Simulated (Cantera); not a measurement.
Mixture: C3H8 : O2 : N2 = 1 : 3.12 : 11.8 (molar parts), equivalence ratio 1.6, at 0.350 bar, adiabatic and at constant volume. Ignition delay is the time to a rise of 400 K.

Computed with Cantera and GRI-Mech 3.0 (53 species, 325 reactions). GRI-Mech 3.0 was tuned for natural gas; its chemistry of propane as a main component is partial and can be far from experiment.

Problem. What does this change do: pressure from 0.350 bar to 16.0 bar?

Solution. 
| quantity | before | after |
|---|---|---|
| delay at 1200 K | 9.36 ms | 1.20 ms |
| delay at 1400 K | 0.403 ms | 48.1 µs |
| delay at 1600 K | 71.3 µs | 5.20 µs |
| delay at 1800 K | 26.9 µs | 1.32 µs |
| delay at 2000 K | 14.5 µs | 0.571 µs |
| apparent activation energy between 1900 and 2100 K | 85 kJ/mol | 110 kJ/mol |
The pressure lies above the range GRI-Mech 3.0 was tuned for (to about 10 atm).
